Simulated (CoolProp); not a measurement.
Vapour-liquid equilibrium of methanol (1) + water (2) at 308.8 K; x and y are mole fractions of (1).

Model: multi-fluid Helmholtz-energy mixture model, de Reuck 1993 and Wagner 2002; pair parameters Bell 2016, in CoolProp.

```json
[
 {"x": "0.05", "bubble pressure (bar)": "0.08025", "y at the bubble point": "0.300", "dew pressure at overall composition x (bar)": "0.06117", "liquid density (mol/L)": "52.50"},
 {"x": "0.125", "bubble pressure (bar)": "0.1082", "y at the bubble point": "0.517", "dew pressure at overall composition x (bar)": "0.06602", "liquid density (mol/L)": "48.84"},
 {"x": "0.2", "bubble pressure (bar)": "0.1319", "y at the bubble point": "0.632", "dew pressure at overall composition x (bar)": "0.07154", "liquid density (mol/L)": "45.55"},
 {"x": "0.275", "bubble pressure (bar)": "0.1522", "y at the bubble point": "0.704", "dew pressure at overall composition x (bar)": "0.07789", "liquid density (mol/L)": "42.58"},
 {"x": "0.35", "bubble pressure (bar)": "0.1699", "y at the bubble point": "0.754", "dew pressure at overall composition x (bar)": "0.08537", "liquid density (mol/L)": "39.88"},
 {"x": "0.425", "bubble pressure (bar)": "0.1857", "y at the bubble point": "0.794", "dew pressure at overall composition x (bar)": "0.09435", "liquid density (mol/L)": "37.43"},
 {"x": "0.5", "bubble pressure (bar)": "0.2002", "y at the bubble point": "0.826", "dew pressure at overall composition x (bar)": "0.1053", "liquid density (mol/L)": "35.18"},
 {"x": "0.575", "bubble pressure (bar)": "0.2138", "y at the bubble point": "0.854", "dew pressure at overall composition x (bar)": "0.1191", "liquid density (mol/L)": "33.13"},
 {"x": "0.65", "bubble pressure (bar)": "0.2270", "y at the bubble point": "0.881", "dew pressure at overall composition x (bar)": "0.1366", "liquid density (mol/L)": "31.25"},
 {"x": "0.725", "bubble pressure (bar)": "0.2399", "y at the bubble point": "0.906", "dew pressure at overall composition x (bar)": "0.1592", "liquid density (mol/L)": "29.51"},
 {"x": "0.8", "bubble pressure (bar)": "0.2530", "y at the bubble point": "0.931", "dew pressure at overall composition x (bar)": "0.1884", "liquid density (mol/L)": "27.92"},
 {"x": "0.875", "bubble pressure (bar)": "0.2662", "y at the bubble point": "0.956", "dew pressure at overall composition x (bar)": "0.2241", "liquid density (mol/L)": "26.44"},
 {"x": "0.95", "bubble pressure (bar)": "0.2798", "y at the bubble point": "0.982", "dew pressure at overall composition x (bar)": "0.2632", "liquid density (mol/L)": "25.08"}
]
```

No azeotrope shows between x = 0.05 and 0.95.

Pair parameters are fitted to limited data, so mixtures are less certain than the pure fluids.
